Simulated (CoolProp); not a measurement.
n-perfluorobutane at 298.15 K and 0.0332 MPa is throttled through a valve to 0.012 MPa with no heat exchange. Each further row changes one setting.

Values from CoolProp's reference Helmholtz-energy equation of state, Gao 2022.

```tsv
case	temperature change (K)	final density (kg/m³)
as stated	-0.3	1.16
outlet pressure 0.0036 MPa	-0.4	0.347
outlet pressure 0.0156 MPa	-0.2	1.51
```
